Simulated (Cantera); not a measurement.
Mixture: 8.29 % CH4, 2.49 % H2, 18.7 % O2, 70.5 % N2, equivalence ratio 0.95, at 1.97 atm, adiabatic and at constant volume. Ignition delay is the time to a rise of 400 K.

Model: GRI-Mech 3.0 (53 species, 325 reactions), integrated in Cantera.

Task: At T0 = 1473 K, what is the delay, and which 7 reactions control it most (d ln τ / d ln k, from doubling and halving each rate constant)?

Result: The delay is 0.247 ms.
```csv
reaction,d ln τ / d ln k,faster rate
H + O2 <=> O + OH,-0.85,shortens it
2 CH3 (+M) <=> C2H6 (+M),0.38,lengthens it
CH4 + OH <=> CH3 + H2O,0.27,lengthens it
H2 + OH <=> H + H2O,-0.21,shortens it
CH3 + O2 <=> CH3O + O,-0.20,shortens it
CH3 + HO2 <=> CH3O + OH,-0.18,shortens it
CH4 + H <=> CH3 + H2,0.17,lengthens it
```
